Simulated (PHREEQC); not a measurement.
Make-up at 25 °C: 1.1 mol/kgw HCl, 0.17 mol/kgw MgSO4 and 0.2 mol/kgw NaCl. Closed to the air; pH follows from the charge balance.

The numbers come from PHREEQC with the Pitzer model, pitzer.dat.

```json
[
 {"quantity": "pH", "before": "-0.10", "after": "-0.07"},
 {"quantity": "ionic strength (mol/kgw)", "before": "1.73", "after": "1.71"},
 {"quantity": "HSO4- (mol/kgw)", "before": "0.127", "after": "0.136"},
 {"quantity": "SO4-2 (mol/kgw)", "before": "0.0435", "after": "0.0336"},
 {"quantity": "SI of Epsomite (MgSO4:7H2O)", "before": "-2.48", "after": "-2.76"},
 {"quantity": "SI of Hexahydrite (MgSO4:6H2O)", "before": "-2.74", "after": "-2.88"}
]
```

Which change was made?
A. temperature from 25 to 40 °C
B. NaCl left out
C. MgSO4 from 0.17 to 0.085 mol/kgw
D. temperature from 25 to 20 °C
E. HCl left out

A, temperature from 25 to 40 °C

No solid was allowed to form. In brines, pH and single-ion activities rest on the MacInnes convention. Constants without temperature data keep their 25 °C values here.
